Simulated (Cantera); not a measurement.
Input (Python, Cantera) and output of one run.

```python
import numpy as np
import cantera as ct

gas_names = """
    H HNO HNO2 HNO3 HO2 H2 H2O H2O2 N NH NH2 NH3 NH2OH NO NO2 NO3 N2 N2H2 N2H4 N2O O OH O2 O3 V VN VO
    VO2
""".split()
cond_names = """
    H2O(s) H2O(L) V(cr) V(L) VN(s) VO(s) VO(L) V2O3(s) V2O3(L) V2O4(I) V2O4(II) V2O4(L) V2O5(s) V2O5(L)
""".split()


# ... load() reads the species with a 1 bar reference pressure and builds the phases ...
atoms = {
    'V': {'V': 1},
    'H2O': {'H': 2, 'O': 1},
    'N2': {'N': 2},
}
top_T = {'VN(s)': 2300}  # K; cautious upper limits of use, not melting points


# ... equilibrate(T, P, feed) seeds the gas with the atoms and calls Mixture.equilibrate('TP', solver="vcs", rtol=1e-11, max_steps=5000) ...
results = []
feed = {'V': 1, 'H2O': 0.012, 'N2': 0.98}  # mol
T = 1300  # K
for P in [0.1, 2.5, 63, 1600, 40000, 1000000]:
    mix = equilibrate(T, P, feed)
    results.append((T, P, feed, dict(zip(mix.species_names, mix.species_moles))))

top = {s: max(r[3][s] / sum(r[3][g] for g in gas_names) for r in results) for s in gas_names}
cols = sorted((s for s in top if top[s] > 1e-05), key=lambda s: -top[s])[:7]
seen = [c for c in cond_names if any(r[3].get(c, 0) > 1e-12 for r in results)]
print("log10 of partial pressures in bar; condensed amounts in mol")
print(f"{'P/Pa':>10s}" + "".join(f"{s[:9]:>10s}" for s in cols + seen))
for T, P, feed, n in results:
    ng = sum(n[g] for g in gas_names)
    print(f"{P:10.4g}" + "".join(f"{np.log10(max(n[s] / ng * P / 1e5, 1e-99)):10.3f}" for s in cols)
          + "".join(f"{n.get(c, 0):10.4g}" for c in seen))
```

Result:

```
log10 of partial pressures in bar; condensed amounts in mol
      P/Pa        N2        H2       H2O         H     VN(s)     VO(s)   V2O3(s)
       0.1    -6.011    -7.620   -12.127    -9.766     0.988     0.012         0
       2.5    -4.613    -6.220   -10.029    -9.066     0.988     0.012         0
        63    -3.211    -4.819    -7.927    -8.366     0.988   0.01199         0
      1600    -1.807    -3.413    -6.015    -7.663     0.992         0   0.00399
     4e+04    -0.409    -2.017    -4.154    -6.965    0.9921         0  0.003971
     1e+06     0.989    -0.626    -2.296    -6.269    0.9922         0  0.003916
```

Method: chemical equilibrium by Gibbs-energy minimisation in Cantera with the NASA 1993 tables (ideal gas, pure condensed phases). Mutual solubility and eutectic melting of coexisting phases are not modelled. VN, VO: taken at fixed stoichiometry. Condensed phases not in the tables: the oxides between V2O3 and V2O5 other than VO2, solid solutions among these carbides, nitrides and lower oxides, V2N.
